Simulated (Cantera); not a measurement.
Input: 1 mol Al, 2.2 mol Cl2, 3.5 mol N2, equilibrated at 46.0 Pa.

Cantera equilibrium calculation (NASA polynomials, part measured and part estimated; ideal gas, pure solids and liquids). Candidate condensed phases: Al, AlCl3, AlN; 11 gas species. Kinetics and transport are ignored.

x: gas mole fraction; nothing condenses.

| T (K) | x N2 | x AlCl3 | x Cl2 | x Al2Cl6 |
|---|---|---|---|---|
| 425 | 0.744 | 0.00251 | 0.149 | 0.105 |
| 475 | 0.739 | 0.0154 | 0.148 | 0.0979 |
| 525 | 0.723 | ___ | 0.145 | ___ |
| 575 | 0.695 | 0.133 | 0.139 | 0.0326 |
| 625 | 0.678 | 0.179 | 0.136 | 0.00764 |
| 675 | 0.674 | 0.190 | 0.135 | 0.00154 |
| 725 | 0.673 | 0.192 | 0.135 | 0.000359 |
| 775 | 0.673 | 0.192 | 0.135 | ___ |
| 825 | 0.673 | 0.192 | 0.134 | 3.31e-5 |
| 875 | 0.673 | 0.192 | 0.134 | 1.24e-5 |

Problem. Some entries are withheld; supply them.

Solution. 
- 525, x AlCl3: 0.0591
- 525, x Al2Cl6: 0.0737
- 775, x Al2Cl6: 0.000101
